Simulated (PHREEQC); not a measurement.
Acid rinse or clean (model solution)

Consider water at 25 °C with 78 mmol/kgw HBr and 0.92 mmol/kgw NaCl. Closed to the air; pH follows from the charge balance.

Equilibrium calculation in PHREEQC: Pitzer model, pitzer.dat.

Precipitation was switched off in this run.

**Question.** What pH, specific conductance, osmotic coefficient does the model give?

**Answer.** pH 1.19; specific conductance 28200 µS/cm; osmotic coefficient 0.949.
